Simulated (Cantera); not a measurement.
Input: 1 mol KCl, 0.34 mol N₂, 3.4 mol H₂, held at 1950 K and 0.0250 bar.

Method: chemical equilibrium by Gibbs-energy minimisation in Cantera with the NASA 1993 tables (ideal gas, pure condensed phases). Candidate condensed phases: K, KCl, NH₄Cl; 17 gas species. Equilibrium is a limit: real reactors are often held back by kinetics, nucleation or transport.

Base state: H₂ 0.697, KCl 0.190, N₂ 0.0709, K 0.0179, HCl 0.0178, H 0.00605, Cl 0.000116, K₂Cl₂ 7.06e-5 (mole fractions); condensed: gas only.

Task: What changes in the equilibrium state with this change: temperature from 1950 K to 1525 K?

Result: 
```tsv
species	before	after
H₂	0.697	0.716
KCl	0.190	0.204
N₂	0.0709	0.0717
K	0.0179	0.00306
HCl	0.0178	0.00306
Cl	0.000116	4.34e-7
H	0.00605	0.000127
K₂Cl₂	7.06e-5	0.00175
```
